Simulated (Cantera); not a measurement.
Input: 1 mol AlN, 1.5 mol HCl, 15 mol H2, held at 1975 K and 86.0 Pa.

Equilibrium computed with Cantera from the NASA thermochemical tables; the gas is ideal and each condensed phase is pure. Candidate condensed phases: Al, AlCl3, AlN, NH4Cl; 20 gas species. The tables' values for AlCl2 are old estimates; treat these amounts as uncertain. The numbers say what is thermodynamically allowed, not how fast it happens.

Base state: H2 0.844, AlCl 0.0541, H 0.0429, HCl 0.0281, N2 0.0279, Al 0.00147, Cl 0.00107, AlCl2 0.000227 (mole fractions); condensed: gas only.

### Question
What changes in the equilibrium state with this change: H2 from 15 to 0.43 mol?

### Answer
| species | before | after |
|---|---|---|
| AlCl | 0.0541 | 0.324 |
| H2 | 0.844 | 0.312 |
| N2 | 0.0279 | 0.169 |
| AlCl2 | 0.000227 | 0.0117 |
| HCl | 0.0281 | 0.147 |
| H | 0.0429 | 0.0260 |
| AlCl3 | 1.95e-6 | 0.000865 |
| Cl | 0.00107 | 0.00919 |
